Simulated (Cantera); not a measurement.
## Diamond growth

A diamond (100) surface in a fixed gas of H2 with x(CH4) = 0.0033, x(H) = 0.0054, at 1350 K, 0.0178 atm; coverages are run to steady state.

Cantera simulation using the Harris–Goodwin 1993 mechanism for the reconstructed diamond (100) surface; the numbers are that mechanism's predictions, not measurements.

```csv
x(CH3),growth (µm/h),θ c6HH,θ c6H*,θ c6*H,θ c6**,θ c6HM
1e-06,0.00285,0.362,0.0542,0.534,0.0503,3.17e-7
2.4e-06,0.00685,0.362,0.0542,0.534,0.0503,7.60e-7
5.7e-06,0.0163,0.362,0.0542,0.534,0.0503,1.80e-6
1.4e-05,0.0399,0.362,0.0542,0.534,0.0503,4.43e-6
3.3e-05,0.0941,0.362,0.0542,0.534,0.0503,1.04e-5
7.8e-05,0.222,0.362,0.0542,0.534,0.0502,2.47e-5
0.00019,0.539,0.362,0.0541,0.534,0.0500,6.00e-5
0.00044,1.24,0.361,0.0541,0.533,0.0496,0.000138
0.0011,3.03,0.361,0.0540,0.533,0.0485,0.000343
```
θ: site fractions in the mechanism's names (c6HH fully hydrogenated, c6H* and c6*H radical sites, c6** diradical, c6HM methylated).
